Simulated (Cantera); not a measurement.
Charge: 1 mol (CH₃)₂SiCl₂, 0.23 mol C₃H₈, 2.1 mol H₂, equilibrated at 6.45 Torr.

Cantera equilibrium calculation (NASA polynomials, part measured and part estimated; ideal gas, pure solids and liquids). Candidate condensed phases: C, C₆H₆, C₇H₈, C₈H₁₈, Si, SiC; 109 gas species. The feed counts by its element totals alone. The tables' values for SiCl, SiCl₃ are old estimates; treat these amounts as uncertain. Gases not in the tables: Si₂H₆ and higher silanes. Equilibrium is a limit: real reactors are often held back by kinetics, nucleation or transport.

log p: log10 of the partial pressure in bar; n: condensed amount in mol.

| T (K) | log p H₂ | log p HCl | log p H | log p SiCl₂ | log p Cl | log p Si | log p C₂H₂ (acetylene) | n C(graphite) | n SiC(s) |
|---|---|---|---|---|---|---|---|---|---|
| 1723 | -2.21 | -2.63 | -4.84 | -4.29 | -5.38 | -7.79 | [?] | 1.73 | 0.957 |
| 1773 | -2.21 | -2.63 | -4.65 | -4.23 | -5.19 | -7.34 | [?] | 1.74 | 0.951 |
| 1823 | -2.21 | -2.64 | -4.47 | -4.17 | -5.02 | -6.93 | [?] | 1.74 | 0.943 |
| 1873 | -2.21 | -2.64 | -4.29 | -4.11 | -4.85 | -6.53 | [?] | 1.75 | 0.935 |
| 1923 | -2.21 | -2.65 | -4.13 | -4.06 | -4.69 | -6.16 | [?] | 1.76 | 0.927 |
| 1973 | -2.21 | -2.66 | -3.98 | -4.01 | -4.55 | -5.81 | [?] | 1.77 | 0.917 |
| 2023 | -2.21 | -2.66 | -3.83 | -3.97 | -4.41 | -5.47 | [?] | 1.77 | 0.906 |
| 2073 | -2.22 | -2.67 | -3.69 | -3.94 | -4.28 | -5.15 | [?] | 1.78 | 0.893 |
| 2123 | -2.22 | -2.68 | -3.56 | -3.90 | -4.15 | -4.84 | [?] | 1.80 | 0.876 |
| 2173 | -2.23 | -2.70 | -3.43 | -3.88 | -4.04 | -4.55 | [?] | 1.81 | 0.850 |

What belongs in the gaps?


- 1723, log p C₂H₂ (acetylene): -6.25
- 1773, log p C₂H₂ (acetylene): -6.06
- 1823, log p C₂H₂ (acetylene): -5.88
- 1873, log p C₂H₂ (acetylene): -5.71
- 1923, log p C₂H₂ (acetylene): -5.55
- 1973, log p C₂H₂ (acetylene): -5.40
- 2023, log p C₂H₂ (acetylene): -5.26
- 2073, log p C₂H₂ (acetylene): -5.13
- 2123, log p C₂H₂ (acetylene): -5.00
- 2173, log p C₂H₂ (acetylene): -4.88
